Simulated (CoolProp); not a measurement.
C3F8 (R218) at 389.02 K and 0.575 MPa is throttled through a valve to 0.28 MPa with no heat exchange. Each further row changes one setting.

The numbers come from the reference Helmholtz-energy equation of state, Lemmon 2006 in CoolProp. It is a short technical equation, of lower accuracy than the large ones.

```tsv
case	temperature change (K)	final density (kg/m³)
as stated	(withheld)	(withheld)
outlet pressure 0.084 MPa	(withheld)	(withheld)
outlet pressure 0.364 MPa	(withheld)	(withheld)
```

### Question
Fill in the missing entries.

### Answer

- as stated, temperature change (K): -1.7
- as stated, final density (kg/m³): 16.7
- outlet pressure 0.084 MPa, temperature change (K): -2.9
- outlet pressure 0.084 MPa, final density (kg/m³): 4.95
- outlet pressure 0.364 MPa, temperature change (K): -1.2
- outlet pressure 0.364 MPa, final density (kg/m³): 21.9
